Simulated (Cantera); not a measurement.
An isothermal, constant-pressure homogeneous reactor starts with H2 : O2 = 0.041 : 1 (molar parts), equivalence ratio 0.021, at 1200 K and 0.0133 bar.

Computed with Cantera and GRI-Mech 3.0 (53 species, 325 reactions). Radical loss at walls, strong at low pressure, is not modelled. The temperature is held fixed by assumption; the heat of reaction is taken as removed at once.

One state of this run: x H2 = 0.000571; x O2 = 0.930; x H2O2 = 7.05e-8; x O = 0.0266; x OH = 0.00279; x HO2 = 2.90e-6; x H2O = 0.0350. x: mole fraction; the columns are a selection and need not sum to one.

Which value of t (s) does it belong to?
(A) 4.00e-6
(B) 0.0681
(C) 8.88
(D) 0.00596

D, 0.00596
